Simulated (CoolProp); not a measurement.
Vapour-liquid equilibrium of n-hexane (1) + n-decane (2) at 454.6 K; x and y are mole fractions of (1).

The numbers come from the multi-fluid Helmholtz-energy mixture model, Thol 2019 and Lemmon 2006; pair parameters Kunz 2012 in CoolProp.

Give the bubble pressure and the first vapour's composition at x = 0.05, 0.25, 0.95. Is there an azeotrope?

x = 0.05: 0.1668 MPa, y = 0.288; x = 0.25: 0.3611 MPa, y = 0.713; x = 0.95: 1.251 MPa, y = 0.991. No azeotrope shows between x = 0.05 and 0.95.

The pair parameters rest on a limited set of measurements; away from them the model extrapolates.
